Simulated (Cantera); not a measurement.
A perfectly stirred reactor is fed with CH4 : C2H6 : O2 : N2 : H2O = 1 : 0.031 : 4.05 : 15.2 : 2.4 (molar parts), equivalence ratio 0.52, at 0.260 bar; it is adiabatic with a 575 K inlet, and is followed from long to short residence time, starting on the burning branch (τ in s: 0.14, 0.043, 0.013, 0.0038, 0.0011, 0.00034, 0.0001, 3e-05, 9e-06).

Computed with Cantera and GRI-Mech 3.0 (53 species, 325 reactions).

Q: What does this change do: pressure from 0.260 bar to 17.0 bar?

A: 
| quantity | before | after |
|---|---|---|
| blow-out, bracketed by the residence times tried | burning at 1.10 ms, out at 0.340 ms | burning at 3.80 ms, out at 1.10 ms |
| x(CH4) at τ = 0.140 s | 1.85e-5 | 6.75e-6 |
| x(C2H6) at τ = 0.140 s | 1.51e-7 | 3.97e-8 |
| x(O2) at τ = 0.140 s | 0.0854 | 0.0856 |
| x(CH2O) at τ = 0.140 s | 1.75e-6 | 5.77e-7 |
| x(CH2) at τ = 0.140 s | 6.97e-8 | 1.09e-9 |
| x(CH4) at τ = 1.10 ms | 0.000886 | 0.0441 |
| x(C2H6) at τ = 1.10 ms | 6.77e-6 | 0.00137 |
| x(O2) at τ = 1.10 ms | 0.0936 | 0.179 |
| x(CH2O) at τ = 1.10 ms | 7.14e-5 | <1e-12 |
| x(CH2) at τ = 1.10 ms | 2.20e-6 | <1e-12 |
The pressure lies above the range GRI-Mech 3.0 was tuned for (to about 10 atm).

Q: What does this change do: inlet temperature 575 to 775 K?

A: 
```csv
quantity,before,after
"blow-out, bracketed by the residence times tried","burning at 1.10 ms, out at 0.340 ms","burning at 0.340 ms, out at 0.100 ms"
x(CH4) at τ = 0.140 s,1.85e-5,1.04e-5
x(C2H6) at τ = 0.140 s,1.51e-7,7.86e-8
x(O2) at τ = 0.140 s,0.0854,0.0851
x(CH2O) at τ = 0.140 s,1.75e-6,1.16e-6
x(CH2) at τ = 0.140 s,6.97e-8,6.98e-8
x(CH4) at τ = 1.10 ms,0.000886,0.000371
x(C2H6) at τ = 1.10 ms,6.77e-6,2.90e-6
x(O2) at τ = 1.10 ms,0.0936,0.0898
x(CH2O) at τ = 1.10 ms,7.14e-5,3.88e-5
x(CH2) at τ = 1.10 ms,2.20e-6,1.91e-6
```
